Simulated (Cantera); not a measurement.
An isothermal, constant-pressure homogeneous reactor starts with 3.83 % C₃H₈, 95.7 % H₂, 0.498 % N₂, at 1925 K and 10.00 Torr.

Cantera simulation using GRI-Mech 3.0 (53 species, 325 reactions); the numbers are that mechanism's predictions, not measurements. GRI-Mech 3.0 was tuned for natural gas; its chemistry of propane as a main component is partial and can be far from experiment. GRI-Mech 3.0 stops at C3 and has no aromatics, soot or wall deposition, so with more carbon than oxygen in the feed, carbon stays in small species such as C2H2 where larger ones or solid carbon would form. Radical loss at walls, strong at low pressure, is not modelled.

One state of this run: x C₃H₈ = 5.07e-6; x H₂ = 0.901; x C₂H₆ = 4.92e-5; x C₂H₄ = 0.0122; x H = 0.0124; x C₂H = 2.70e-6; x CH₄ = 0.0430. x: mole fraction; the columns are a selection and need not sum to one.

Problem. Which value of t (s) does it belong to?
A. 0.000976
B. 0.00482
C. 0.000198
D. 2.87

Solution. C, 0.000198
